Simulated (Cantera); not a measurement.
A perfectly stirred reactor is fed with CH4 : H2 : H = 0.024 : 1 : 0.081 (molar parts), at 0.370 bar; it is held at 1700 K, and followed from long to short residence time.

Computed with Cantera and GRI-Mech 3.0 (53 species, 325 reactions). GRI-Mech 3.0 stops at C3 and has no aromatics, soot or wall deposition, so with more carbon than oxygen in the feed, carbon stays in small species such as C2H2 where larger ones or solid carbon would form.

x: mole fraction; the columns are a selection and need not sum to one.

| τ (s) | x CH4 | x H2 | x H | x C2H | x C2H2 | x C2H6 | x C2H4 |
|---|---|---|---|---|---|---|---|
| 2.2 | 0.00757 | 0.985 | 0.000274 | 1.11e-8 | 0.00717 | 3.13e-7 | 0.000128 |
| 0.67 | 0.00992 | 0.984 | 0.000318 | 1.09e-8 | 0.00603 | 6.04e-7 | 0.000111 |
| 0.21 | 0.0119 | 0.982 | 0.000416 | 1.19e-8 | 0.00504 | 1.21e-6 | 9.93e-5 |
| 0.065 | 0.0132 | 0.982 | (withheld) | (withheld) | (withheld) | (withheld) | 9.75e-5 |
| 0.020 | 0.0141 | 0.981 | 0.00103 | 2.26e-8 | 0.00386 | 4.86e-6 | 0.000104 |
| 0.0064 | 0.0149 | 0.979 | 0.00172 | 3.27e-8 | 0.00333 | 9.19e-6 | 0.000117 |
| 0.0020 | 0.0157 | 0.978 | (withheld) | (withheld) | (withheld) | (withheld) | (withheld) |
| 0.00062 | 0.0160 | 0.975 | 0.00515 | 6.41e-8 | 0.00218 | 2.88e-5 | 0.000155 |
| 0.00019 | 0.0157 | 0.970 | 0.00918 | 9.15e-8 | 0.00173 | 4.40e-5 | 0.000176 |

What belongs in the gaps?


- 0.065, x H: 0.000627
- 0.065, x C2H: 1.56e-8
- 0.065, x C2H2: 0.00437
- 0.065, x C2H6: 2.44e-6
- 0.0020, x H: 0.00295
- 0.0020, x C2H: 4.61e-8
- 0.0020, x C2H2: 0.00273
- 0.0020, x C2H6: 1.68e-5
- 0.0020, x C2H4: 0.000135
